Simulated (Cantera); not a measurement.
Input: 1 mol Pb, 15 mol H2, held at 1148 K.

These are equilibrium values from Cantera (NASA tables, ideal gas, pure condensed phases), not measurements of a reactor. Candidate condensed phases: Pb; 4 gas species. Rates play no part.

What share of the Pb ends up in condensed phases as a function of P (Pa), at 10, 42, 180, 750, 3200, 13000, 56000, 240000, 1000000?


```csv
P (Pa),Pb condensed (%),as
10,0.0,-
42,0.0,-
180,0.0,-
750,41.8,Pb(l)
3200,86.7,Pb(l)
13000,96.8,Pb(l)
56000,99.2,Pb(l)
240000,99.8,Pb(l)
1000000,100.0,Pb(l)
```
